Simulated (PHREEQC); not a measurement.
Consider water at 25 °C with 1.1 mmol/kgw CuSO4, 96 mmol/kgw CaCl2 and 0.039 mmol/kgw NaF. Closed to the air; pH follows from the charge balance.

Equilibrium calculation in PHREEQC: ion-association model, wateq4f.dat.

Precipitation was switched off in this run.

Problem. Predict the pH.

Solution. pH 5.49.

Problem. In which forms is Cu present?

Solution. Cu+2 86 %, CuCl+ 13 %, CuCl2 0.6 %, CuSO4 0.6 % of the Cu.

Saturation is exceeded, for instance for Atacamite; the values hold only as long as no solid forms.
